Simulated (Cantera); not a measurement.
Cantera run:

```python
import numpy as np
import cantera as ct

gas_names = [...]  # 95 gases of nasa_gas.yaml made of C, F, H
cond_names = """
    C(gr) C6H6(L) C7H8(L) C8H18(L),n-octa
""".split()


# ... load() reads the species with a 1 bar reference pressure and builds the phases ...
atoms = {
    'CH3F': {'C': 1, 'H': 3, 'F': 1},
    'F2': {'F': 2},
    'H2': {'H': 2},
}
top_T = {'C(gr)': 4500}  # K; cautious upper limits of use, not melting points


# ... equilibrate(T, P, feed) seeds the gas with the atoms and calls Mixture.equilibrate('TP', solver="vcs", rtol=1e-11, max_steps=5000) ...
results = []
feed = {'CH3F': 1, 'F2': 0.33, 'H2': 1.9}  # mol
T = 3300  # K
P = 133.322  # Pa
mix = equilibrate(T, P, feed)
results.append((T, P, feed, dict(zip(mix.species_names, mix.species_moles))))
print(gas.report(threshold=1e-05))
for i in range(1, mix.n_phases):
    print(f"{mix.phase(i).name:16s} {mix.phase_moles(i):12.5e} mol")
```

It prints:

```
       temperature   3300 K
          pressure   133.32 Pa
           density   2.8914e-05 kg/m^3
  mean mol. weight   5.9506 kg/kmol
   phase of matter   gas

                          1 kg             1 kmol
                     ---------------   ---------------
          enthalpy        4.6166e+07        2.7472e+08  J
   internal energy        4.1556e+07        2.4728e+08  J
           entropy             41447        2.4663e+05  J/K
    Gibbs function       -9.0607e+07       -5.3916e+08  J
 heat capacity c_p            3840.9             22856  J/K
 heat capacity c_v            2443.7             14541  J/K

                      mass frac. Y      mole frac. X     chem. pot. / RT
                     ---------------   ---------------   ---------------
                 C            0.1366          0.067675            -5.953
                CF          0.015969         0.0030643           -34.851
                CH        0.00011043        5.0476e-05             -22.5
                C2          0.032728         0.0081071           -11.906
               C2H         0.0018466        0.00043901           -28.453
    C2H2,acetylene        5.4018e-05        1.2345e-05               -45
                C3          0.060699          0.010024           -17.859
                 F           0.36201           0.11339           -28.898
                 H           0.12072           0.71262           -16.547
                HF           0.26736          0.079522           -45.445
                H2          0.001719          0.005074           -33.094
     [  +84 minor]         0.0001878        2.1441e-05

C(gr)             0.00000e+00 mol
```

Equilibrium computed with Cantera from the NASA thermochemical tables; the gas is ideal and each condensed phase is pure.
